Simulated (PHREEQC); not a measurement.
Dissolve 0.12 mol/kgw CaCl2 at 25 °C and 500 atm. Closed to the air; pH follows from the charge balance.

Model: ion-association model, phreeqc.dat, run in PHREEQC.

This is a speciation only: nothing precipitates in the calculation.

Question: What activity of water does the model give?

Answer: activity of water 0.994.

Complexes and solids missing from the database can't appear. Under pressure, the constants of complexes without a molar volume in the database are unreliable.
